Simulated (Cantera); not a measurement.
## Hydrocarbon pyrolysis for carbon deposition

An isothermal, constant-pressure homogeneous reactor starts with C2H6 : H2 : N2 = 1 : 13 : 0.019 (molar parts), at 1400 K and 260 Pa.

Detailed kinetics in Cantera: GRI-Mech 3.0 (53 species, 325 reactions). GRI-Mech 3.0 stops at C3 and has no aromatics, soot or wall deposition, so with more carbon than oxygen in the feed, carbon stays in small species such as C2H2 where larger ones or solid carbon would form. Radical loss at walls, strong at low pressure, is not modelled.

```json
[
 {"t (s)": "0.000300", "x C2H6": "0.0712", "x H2": "0.927", "x H": "2.39e-5", "x CH2": "9.73e-10", "x C2H4": "7.50e-6", "x CH4": "5.03e-5", "x CH3": "0.000171"},
 {"t (s)": "0.000793", "x C2H6": "0.0707", "x H2": "0.927", "x H": "8.60e-5", "x CH2": "1.17e-8", "x C2H4": "0.000147", "x CH4": "0.000278", "x CH3": "0.000331"},
 {"t (s)": "0.00210", "x C2H6": "0.0679", "x H2": "0.926", "x H": "0.000228", "x CH2": "1.02e-7", "x C2H4": "0.00157", "x CH4": "0.00153", "x CH3": "0.000783"},
 {"t (s)": "0.00554", "x C2H6": "0.0548", "x H2": "0.921", "x H": "0.000502", "x CH2": "6.03e-7", "x C2H4": "0.00854", "x CH4": "0.0106", "x CH3": "0.00225"},
 {"t (s)": "0.0147", "x C2H6": "0.0166", "x H2": "0.901", "x H": "0.00109", "x CH2": "1.29e-6", "x C2H4": "0.0231", "x CH4": "0.0515", "x CH3": "0.00343"},
 {"t (s)": "0.0387", "x C2H6": "0.000380", "x H2": "0.892", "x H": "0.000754", "x CH2": "4.40e-7", "x C2H4": "0.0219", "x CH4": "0.0738", "x CH3": "0.00129"},
 {"t (s)": "0.102", "x C2H6": "2.74e-5", "x H2": "0.893", "x H": "0.000286", "x CH2": "8.51e-8", "x C2H4": "0.0163", "x CH4": "0.0742", "x CH3": "0.000476"},
 {"t (s)": "0.271", "x C2H6": "9.34e-6", "x H2": "0.894", "x H": "0.000126", "x CH2": "1.87e-8", "x C2H4": "0.0118", "x CH4": "0.0739", "x CH3": "0.000208"},
 {"t (s)": "0.715", "x C2H6": "3.72e-6", "x H2": "0.894", "x H": "6.35e-5", "x CH2": "5.03e-9", "x C2H4": "0.00778", "x CH4": "0.0736", "x CH3": "0.000104"},
 {"t (s)": "1.89", "x C2H6": "1.87e-6", "x H2": "0.895", "x H": "4.14e-5", "x CH2": "2.17e-9", "x C2H4": "0.00403", "x CH4": "0.0732", "x CH3": "6.77e-5"},
 {"t (s)": "5.00", "x C2H6": "1.82e-6", "x H2": "0.895", "x H": "4.29e-5", "x CH2": "2.31e-9", "x C2H4": "0.000975", "x CH4": "0.0728", "x CH3": "6.97e-5"}
]
```
x: mole fraction; the columns are a selection and need not sum to one.

Equilibrium at this temperature and pressure: C2H6 5.78e-9, H2 0.935, H 9.29e-5, CH2 2.22e-10, C2H4 0.000122, CH4 0.00156, CH3 3.10e-6 (gas phase only).
